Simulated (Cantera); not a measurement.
Ignition delay

Mixture: CO : H2 : CH4 : O2 : N2 = 1 : 0.54 : 0.11 : 0.55 : 2.07 (molar parts), at 8250 Torr, adiabatic and at constant pressure. Ignition delay is the time to a rise of 400 K.

Model: GRI-Mech 3.0 (53 species, 325 reactions), integrated in Cantera.

| T0 (K) | delay (ms) |
|---|---|
| 1250 | 0.0290 |
| 1350 | 0.0111 |
| 1450 | 0.00556 |
| 1550 | 0.00329 |
| 1650 | 0.00218 |
| 1750 | 0.00155 |
| 1850 | 0.00116 |

```json
{
  "apparent activation energy between 1650 and 1850 K": "79 kJ/mol"
}
```
